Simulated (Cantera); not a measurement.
An isothermal, constant-pressure homogeneous reactor starts with CH4 : H2 : CO2 : H2O = 0.024 : 1 : 0.0023 : 0.0014 (molar parts), at 1550 K and 4600 Pa.

Cantera simulation using GRI-Mech 3.0 (53 species, 325 reactions); the numbers are that mechanism's predictions, not measurements. GRI-Mech 3.0 stops at C3 and has no aromatics, soot or wall deposition, so with more carbon than oxygen in the feed, carbon stays in small species such as C2H2 where larger ones or solid carbon would form. Radical loss at walls, strong at low pressure, is not modelled.

Task: Predict: x(CH4) at 6.00 s; x(H2) at 6.00 s; x(CO2) at 6.00 s; x(CH3) at 6.00 s; x(OH) at 6.00 s.

Result: 
```json
{
  "x(CH4) at 6.00 s": "0.0158 (gas-phase equilibrium 0.00208)",
  "x(H2) at 6.00 s": "0.975 (gas-phase equilibrium 0.983)",
  "x(CO2) at 6.00 s": "2.99e-6 (gas-phase equilibrium 2.75e-11)",
  "x(CH3) at 6.00 s": "4.45e-5 (gas-phase equilibrium 6.29e-6)",
  "x(OH) at 6.00 s": "1.66e-8 (gas-phase equilibrium <1e-12)"
}
```
